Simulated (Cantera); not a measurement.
An isothermal, constant-pressure homogeneous reactor starts with 11.1 % C3H8, 88.9 % H2, at 1200 K and 10.00 Torr.

Model: GRI-Mech 3.0 (53 species, 325 reactions), integrated in Cantera. GRI-Mech 3.0 was tuned for natural gas; its chemistry of propane as a main component is partial and can be far from experiment. GRI-Mech 3.0 stops at C3 and has no aromatics, soot or wall deposition, so with more carbon than oxygen in the feed, carbon stays in small species such as C2H2 where larger ones or solid carbon would form. Radical loss at walls, strong at low pressure, is not modelled.

x: mole fraction; the columns are a selection and need not sum to one.

```tsv
t (s)	x C3H8	x H2	x C2H4	x C2H6	x CH4
1.00e-6	0.111	0.889	3.07e-10	1.01e-10	3.42e-10
3.73e-6	0.111	0.889	4.42e-9	[?]	4.73e-9
1.39e-5	0.111	0.889	7.79e-8	[?]	6.49e-8
5.18e-5	0.111	0.889	1.73e-6	[?]	9.08e-7
0.000193	0.111	0.889	2.96e-5	[?]	1.45e-5
0.000720	0.111	0.888	0.000382	[?]	0.000259
0.00268	0.106	0.885	0.00439	[?]	0.00388
0.0100	0.0754	0.861	0.0316	[?]	0.0301
0.0373	0.0153	0.813	0.0839	[?]	0.0837
0.139	0.000522	0.802	0.0923	[?]	0.0979
0.518	1.63e-5	0.803	0.0882	[?]	0.0981
1.93	1.41e-7	0.804	0.0819	[?]	0.0977
7.20	7.37e-8	0.806	0.0658	[?]	0.0966
26.8	3.16e-8	0.812	0.0344	[?]	0.0943
100	8.17e-9	0.815	0.0127	[?]	0.0929
```

Problem. What belongs in the gaps?

Solution. 
- 3.73e-6, x C2H6: 1.39e-9
- 1.39e-5, x C2H6: 1.90e-8
- 5.18e-5, x C2H6: 2.48e-7
- 0.000193, x C2H6: 2.76e-6
- 0.000720, x C2H6: 2.10e-5
- 0.00268, x C2H6: 0.000135
- 0.0100, x C2H6: 0.000929
- 0.0373, x C2H6: 0.00136
- 0.139, x C2H6: 0.000442
- 0.518, x C2H6: 0.000208
- 1.93, x C2H6: 0.000132
- 7.20, x C2H6: 9.95e-5
- 26.8, x C2H6: 5.27e-5
- 100, x C2H6: 1.99e-5
